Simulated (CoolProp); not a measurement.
A Linde-Hampson liquefier for carbon monoxide: isothermal reversible compression at 280 K from 1 atm to 25 MPa, throttling to 1 atm, return gas leaving the recuperator 10 K below the feed. Each further row changes one setting.

Computed with CoolProp (reference Helmholtz-energy equation of state, Lemmon 2006). It is a short technical equation, of lower accuracy than the large ones.

```csv
case,liquid yield per pass,compression work (kJ/kg of gas)
as stated,0.094,455
high pressure 50 MPa,0.102,524
warm-end temperature 310 K,0.064,509
warm-end gap 15 K,0.082,455
```
